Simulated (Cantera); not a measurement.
A perfectly stirred reactor is fed with 0.801 % CH4, 0.665 % C2H6, 0.536 % C3H8, 10.8 % O2, 67.2 % N2, 20.0 % CO2, equivalence ratio 0.61, at 9.87 atm; it is adiabatic with a 675 K inlet, and is followed from long to short residence time, starting on the burning branch (τ in s: 0.06, 0.03, 0.015, 0.0076, 0.0038, 0.0019, 0.00098, 0.00049, 0.00025, 0.00013, 6.3e-05, 3.2e-05, 1.6e-05).

Computed with Cantera and GRI-Mech 3.0 (53 species, 325 reactions).

**Question.** Predict: blow-out, bracketed by the residence times tried; x(CH4) at τ = 60.0 ms; x(C2H6) at τ = 60.0 ms; x(C3H8) at τ = 60.0 ms; x(H2) at τ = 60.0 ms; x(CH2) at τ = 60.0 ms; x(CH4) at τ = 0.980 ms; x(C2H6) at τ = 0.980 ms; x(C3H8) at τ = 0.980 ms.

**Answer.** 
```json
{
 "blow_out_bracketed_by_the_residence_times_tried": "burning at 15.0 ms, out at 7.60 ms",
 "x(CH4) at τ = 60.0 ms": "4.66e-5",
 "x(C2H6) at τ = 60.0 ms": "8.34e-6",
 "x(C3H8) at τ = 60.0 ms": "7.05e-6",
 "x(H2) at τ = 60.0 ms": "3.64e-5",
 "x(CH2) at τ = 60.0 ms": "1.38e-9",
 "x(CH4) at τ = 0.980 ms": "0.00801",
 "x(C2H6) at τ = 0.980 ms": "0.00665",
 "x(C3H8) at τ = 0.980 ms": "0.00536"
}
```
